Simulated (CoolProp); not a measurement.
Vapour-liquid equilibrium of benzene (1) + n-decane (2) at 469.1 K; x and y are mole fractions of (1).

The numbers come from the multi-fluid Helmholtz-energy mixture model, Thol 2012 and Lemmon 2006; pair parameters Bell 2016 in CoolProp.

```
x     bubble pressure (MPa)  y at the bubble point  dew pressure at overall composition x (MPa)  liquid density (mol/L)
----  ---------------------  ---------------------  -------------------------------------------  ----------------------
0.05                 0.2201                  0.242                                       0.1794                   4.215
0.2                  0.3787                  0.604                                       0.2098                   4.599
0.35                 0.5460                  0.761                                       0.2518                   5.048
0.5                  0.7169                  0.849                                       0.3141                   5.581
0.65                 0.8924                  0.908                                       0.4162                   6.229
0.8                   1.077                  0.952                                       0.6107                   7.038
0.95                  1.277                  0.989                                        1.067                   8.082
```

No azeotrope shows between x = 0.05 and 0.95.

Pair parameters are fitted to limited data, so mixtures are less certain than the pure fluids.
